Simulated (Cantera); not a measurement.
Feed: 1 mol CF4, 0.011 mol F2, equilibrated at 1100 K and 8.00 mbar.

Cantera equilibrium calculation (NASA polynomials, part measured and part estimated; ideal gas, pure solids and liquids). Candidate condensed phases: C; 13 gas species. Gases not in the tables: C2F6 and larger saturated fluorocarbons. Equilibrium is a limit: real reactors are often held back by kinetics, nucleation or transport.

**Question.** What is the equilibrium state?

**Answer.** 
```json
{
  "x(CF4)": "0.979",
  "x(F)": "0.0214",
  "x(F2)": "6.26e-5",
  "gas_amount": "1.022 mol",
  "log10 activity of C(graphite) (absent)": "-25.88"
}
```
